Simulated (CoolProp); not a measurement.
Saturated liquid density (kg/m³) of isopentane: the reference equation beside estimates from Tc = 460.3 K, pc = 3378 kPa, ω = 0.227. Rackett uses Z = 0.29056 − 0.08775 ω.

The numbers come from the reference Helmholtz-energy equation of state, Lemmon 2006 in CoolProp. It is a short technical equation, of lower accuracy than the large ones.

```csv
T (K),reference,Rackett,Redlich-Kwong,Soave-Redlich-Kwong,Peng-Robinson
232.3,678.0,685.6,618.1,629.0,707.8
243.2,668.0,675.5,608.7,620.7,699.0
254.2,657.7,665.1,598.9,611.9,689.6
265.1,647.4,654.6,588.7,(withheld),679.8
276,637.0,643.7,578.0,593.1,669.5
287,626.2,632.6,566.8,582.8,658.4
297.9,615.2,621.2,555.1,572.1,(withheld)
308.9,603.9,609.3,542.8,560.5,634.2
319.8,592.3,597.2,529.9,548.4,620.9
330.7,580.2,(withheld),516.4,535.6,606.8
341.7,567.6,571.5,502.1,521.7,591.4
352.6,554.6,557.9,487.0,507.0,575.1
363.6,(withheld),(withheld),470.9,491.1,557.3
374.5,526.1,528.4,453.9,474.1,538.1
385.4,510.5,512.4,(withheld),455.6,517.1
```

Q: Fill in the missing entries.

A: 
- 265.1, Soave-Redlich-Kwong: 602.8
- 297.9, Peng-Robinson: 646.7
- 330.7, Rackett: 584.6
- 363.6, reference: 540.7
- 363.6, Rackett: 543.5
- 385.4, Redlich-Kwong: 435.7

Absolute difference from the reference over all 15 rows, mean and median: Rackett 0.8 and 0.9 %, Redlich-Kwong 10.7 and 10.1 %, Soave-Redlich-Kwong 7.9 and 7.2 %, Peng-Robinson 4.2 and 4.6 %.
